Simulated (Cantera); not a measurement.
An adiabatic, constant-pressure homogeneous reactor starts with CH4 : C2H6 : O2 : N2 = 0.45 : 0.053 : 0.911 : 3.42 (molar parts), equivalence ratio 1.2, at 1148 K and 1.00 atm.

Computed with Cantera and GRI-Mech 3.0 (53 species, 325 reactions).

### Question
Predict: time of steepest temperature rise; temperature at 0.300 s; equilibrium temperature; x(O2) at 0.300 s; x(OH) at 0.300 s; x(O) at 0.300 s; x(HO2) at 0.300 s.

### Answer
```json
{
  "time_of_steepest_temperature_rise": "9.35 ms",
  "temperature at 0.300 s": "2624 K",
  "equilibrium_temperature": "2624 K",
  "x(O2) at 0.300 s": "0.00420 (gas-phase equilibrium 0.00420)",
  "x(OH) at 0.300 s": "0.0103 (gas-phase equilibrium 0.0103)",
  "x(O) at 0.300 s": "0.00168 (gas-phase equilibrium 0.00168)",
  "x(HO2) at 0.300 s": "1.35e-6 (gas-phase equilibrium 1.35e-6)"
}
```
